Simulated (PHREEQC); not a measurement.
## Buffer

Make-up at 25 °C: 170 mmol/kgw KHCO3 and 0.32 mmol/kgw Na2SO4. Closed to the air; pH follows from the charge balance.

Computed with PHREEQC (ion-association model, phreeqc.dat).

Each row changes one thing in this solution. This is a speciation only: nothing precipitates in the calculation.

```json
[
 {"case": "as made", "pH": "8.09", "ionic strength (mol/kgw)": "0.173"},
 {"case": "KHCO3 from 0.17 to 0.034 mol/kgw", "pH": "8.19", "ionic strength (mol/kgw)": "0.0353"},
 {"case": "Na2SO4 left out", "pH": "8.09", "ionic strength (mol/kgw)": "0.172"},
 {"case": "KHCO3 from 0.17 to 0.85 mol/kgw", "pH": "7.95", "ionic strength (mol/kgw)": "0.862"},
 {"case": "0.0047 mol/kgw NaHCO3 added", "pH": "8.08", "ionic strength (mol/kgw)": "0.177"},
 {"case": "temperature from 25 to 5 °C", "pH": "8.29", "ionic strength (mol/kgw)": "0.173"},
 {"case": "KHCO3 left out", "pH": "7.00", "ionic strength (mol/kgw)": "0.000958"},
 {"case": "KHCO3 replaced by NaHCO3 at the same molality", "pH": "7.94", "ionic strength (mol/kgw)": "0.163"}
]
```

The ionic strength passes 0.7 mol/kgw, the rough limit of the ion-association models, in KHCO3 from 0.17 to 0.85 mol/kgw. Constants without temperature data keep their 25 °C values here.
